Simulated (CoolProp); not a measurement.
Properties of tetrahydrofuran along the isotherm 515.8 K (Tc = 540.2 K, pc = 5.304 MPa, ω = 0.234).

Computed with CoolProp (reference Helmholtz-energy equation of state, Fiedler 2023).

```csv
p (MPa),phase,isothermal compressibility (1/MPa),fugacity coefficient
0.0419,gas,23.94,0.9969
0.0861,gas,11.69,0.9936
0.177,gas,5.726,0.9869
0.363,gas,2.835,0.9732
0.746,gas,1.428,0.9450
1.53,gas,0.7610,0.8874
3.14,gas,0.5371,0.7675
6.46,liquid,0.01786,0.4553
13.3,liquid,0.007913,0.2671
```
